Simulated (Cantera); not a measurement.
Feed: 1 mol Cu₂O, 0.89 mol C, 1.8 mol N₂, equilibrated at 1123 K and 0.340 bar.

Cantera equilibrium calculation (NASA polynomials, part measured and part estimated; ideal gas, pure solids and liquids). Candidate condensed phases: C, Cu, CuO, Cu₂O; 27 gas species. Kinetics and transport are ignored.

Task: What is the equilibrium state?

Result: x(N₂): 0.669
x(CO): 0.290
x(CO₂): 0.0409
n(Cu(s)): 2.00 mol
gas amount: 2.690 mol
log10 activity of C(graphite) (absent): -1.37
